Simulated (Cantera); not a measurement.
Cantera run:

```python
import numpy as np
import cantera as ct

gas_names = """
    H H2 H2S Pb PbS Pb2 S SH S2 S8
""".split()
cond_names = """
    Pb(cr) Pb(L) PbS(s) PbS(L) S(cr1) S(cr2) S(L)
""".split()


# ... load() reads the species with a 1 bar reference pressure and builds the phases ...
atoms = {
    'PbS': {'Pb': 1, 'S': 1},
    'H2': {'H': 2},
}
top_T = {}  # K; cautious upper limits of use, not melting points


# ... equilibrate(T, P, feed) seeds the gas with the atoms and calls Mixture.equilibrate('TP', solver="vcs", rtol=1e-11, max_steps=5000) ...
results = []
feed = {'PbS': 1, 'H2': 1600}  # mol
P = 5100  # Pa
for T in [923, 1023, 1123, 1223, 1323, 1423, 1523, 1623, 1723, 1823, 1923, 2023, 2123]:
    mix = equilibrate(T, P, feed)
    results.append((T, P, feed, dict(zip(mix.species_names, mix.species_moles))))

top = {s: max(r[3][s] / sum(r[3][g] for g in gas_names) for r in results) for s in gas_names}
cols = sorted((s for s in top if top[s] > 1e-06), key=lambda s: -top[s])[:6]
seen = [c for c in cond_names if any(r[3].get(c, 0) > 1e-12 for r in results)]
print("log10 of partial pressures in bar; condensed amounts in mol")
print(f"{'T/K':>10s}" + "".join(f"{s[:9]:>10s}" for s in cols + seen))
for T, P, feed, n in results:
    ng = sum(n[g] for g in gas_names)
    print(f"{T:10.4g}" + "".join(f"{np.log10(max(n[s] / ng * P / 1e5, 1e-99)):10.3f}" for s in cols)
          + "".join(f"{n.get(c, 0):10.4g}" for c in seen))
```

Output:

```
log10 of partial pressures in bar; condensed amounts in mol
       T/K        H2         H        Pb       H2S        SH         S     Pb(L)
       923    -1.293   -10.258    -5.596    -4.506    -9.796   -14.839     0.898
      1023    -1.293    -9.029    -4.574    -4.556    -8.936   -13.197   0.03468
      1123    -1.293    -8.017    -4.541    -4.541    -8.172   -11.789         0
      1223    -1.293    -7.168    -4.529    -4.530    -7.534   -10.611         0
      1323    -1.293    -6.446    -4.522    -4.523    -6.996    -9.614         0
      1423    -1.293    -5.824    -4.516    -4.521    -6.536    -8.758         0
      1523    -1.293    -5.283    -4.513    -4.524    -6.141    -8.020         0
      1623    -1.293    -4.807    -4.510    -4.535    -5.804    -7.380         0
      1723    -1.293    -4.386    -4.507    -4.558    -5.520    -6.828         0
      1823    -1.294    -4.010    -4.505    -4.599    -5.287    -6.356         0
      1923    -1.295    -3.673    -4.504    -4.663    -5.105    -5.960         0
      2023    -1.297    -3.370    -4.503    -4.753    -4.973    -5.634         0
      2123    -1.300    -3.095    -4.503    -4.871    -4.889    -5.373         0
```

Cantera equilibrium calculation (NASA polynomials, part measured and part estimated; ideal gas, pure solids and liquids).
